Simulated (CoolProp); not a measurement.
Saturation properties of ammonia.

Model: reference Helmholtz-energy equation of state, Gao 2020, in CoolProp.

```json
[
 {"T (°C)": "-54.85", "p (kPa)": "30.37", "vapour density (kg/m³)": "0.2886", "surface tension (mN/m)": "39.0", "liquid viscosity (µPa s)": "356"},
 {"T (°C)": "-51.25", "p (kPa)": "37.85", "vapour density (kg/m³)": "0.3546", "surface tension (mN/m)": "38.2", "liquid viscosity (µPa s)": "335"},
 {"T (°C)": "-47.65", "p (kPa)": "46.79", "vapour density (kg/m³)": "0.4323", "surface tension (mN/m)": "37.4", "liquid viscosity (µPa s)": "315"},
 {"T (°C)": "-44.05", "p (kPa)": "57.41", "vapour density (kg/m³)": "0.5233", "surface tension (mN/m)": "36.6", "liquid viscosity (µPa s)": "298"},
 {"T (°C)": "-40.45", "p (kPa)": "69.92", "vapour density (kg/m³)": "0.6292", "surface tension (mN/m)": "35.8", "liquid viscosity (µPa s)": "282"},
 {"T (°C)": "-36.85", "p (kPa)": "84.59", "vapour density (kg/m³)": "0.7518", "surface tension (mN/m)": "34.9", "liquid viscosity (µPa s)": "268"},
 {"T (°C)": "-33.25", "p (kPa)": "101.7", "vapour density (kg/m³)": "0.8927", "surface tension (mN/m)": "34.1", "liquid viscosity (µPa s)": "254"},
 {"T (°C)": "-29.65", "p (kPa)": "121.4", "vapour density (kg/m³)": "1.054", "surface tension (mN/m)": "33.3", "liquid viscosity (µPa s)": "242"},
 {"T (°C)": "-26.05", "p (kPa)": "144.2", "vapour density (kg/m³)": "1.238", "surface tension (mN/m)": "32.4", "liquid viscosity (µPa s)": "231"},
 {"T (°C)": "-22.45", "p (kPa)": "170.2", "vapour density (kg/m³)": "1.446", "surface tension (mN/m)": "31.6", "liquid viscosity (µPa s)": "221"},
 {"T (°C)": "-18.85", "p (kPa)": "199.9", "vapour density (kg/m³)": "1.682", "surface tension (mN/m)": "30.7", "liquid viscosity (µPa s)": "211"},
 {"T (°C)": "-15.35", "p (kPa)": "232.6", "vapour density (kg/m³)": "1.939", "surface tension (mN/m)": "29.9", "liquid viscosity (µPa s)": "202"},
 {"T (°C)": "-11.75", "p (kPa)": "270.5", "vapour density (kg/m³)": "2.235", "surface tension (mN/m)": "29.1", "liquid viscosity (µPa s)": "194"},
 {"T (°C)": "-8.15", "p (kPa)": "313.2", "vapour density (kg/m³)": "2.565", "surface tension (mN/m)": "28.2", "liquid viscosity (µPa s)": "186"},
 {"T (°C)": "-4.55", "p (kPa)": "360.9", "vapour density (kg/m³)": "2.933", "surface tension (mN/m)": "27.4", "liquid viscosity (µPa s)": "179"}
]
```

It boils at -33.3 °C under 1 atm.

Viscosity comes from a separate model (Fenghour 1995). Surface tension comes from a separate correlation (Mulero 2012).
